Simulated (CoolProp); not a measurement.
Values from CoolProp's reference Helmholtz-energy equation of state, McLinden 2020.

Task: For R1336mzz(Z), give the phase and the Z, cp (kJ/(kg K)), isothermal compressibility (1/MPa), expansivity (1/kK) at 162.45 °C and 3.6 MPa; 168.85 °C and 3.6 MPa.

Result: 
- 162.45 °C and 3.6 MPa: liquid; Z 0.185, cp 1.78, isothermal compressibility 0.0550, expansivity 8.68
- 168.85 °C and 3.6 MPa: liquid; Z 0.195, cp 1.97, isothermal compressibility 0.0911, expansivity 12.0
